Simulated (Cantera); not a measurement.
## Equilibrium for carbon deposition, reforming and gasification: C2H5OH + O2 + H2

A closed system holds: 1 mol C2H5OH, 0.35 mol O2, 1.7 mol H2, held at 13.3 mbar.

Cantera equilibrium calculation (NASA polynomials, part measured and part estimated; ideal gas, pure solids and liquids). Candidate condensed phases: C, C6H6, C7H8, C8H18, H2O; 110 gas species. Equilibrium is a limit: real reactors are often held back by kinetics, nucleation or transport.

From 923 K to 2523 K the condensed part is C(graphite). The main C-bearing gas is CO throughout. The share of C in condensed phases is highest at 923 K (16.6 %) and lowest at 2523 K (10.0 %).

| T (K) | log p H2 | log p CO | log p H | log p C2H2 (acetylene) | log p H2O | n C(graphite) |
|---|---|---|---|---|---|---|
| 923 | -2.01 | -2.46 | -10.62 | -11.93 | -4.28 | 0.332 |
| 1123 | -2.01 | -2.45 | -8.38 | -9.67 | -5.64 | 0.300 |
| 1323 | -2.01 | -2.45 | -6.80 | -8.09 | -6.59 | 0.300 |
| 1523 | -2.01 | -2.45 | -5.64 | -6.94 | -7.30 | 0.300 |
| 1723 | -2.01 | -2.45 | -4.74 | -6.05 | -7.83 | 0.299 |
| 1923 | -2.01 | -2.45 | -4.03 | -5.36 | -8.26 | 0.296 |
| 2123 | -2.02 | -2.46 | -3.46 | -4.80 | -8.61 | 0.285 |
| 2323 | -2.05 | -2.47 | -2.99 | -4.37 | -8.93 | 0.257 |
| 2523 | -2.12 | -2.49 | -2.62 | -4.04 | -9.25 | 0.200 |
log p: log10 of the partial pressure in bar; n: condensed amount in mol.
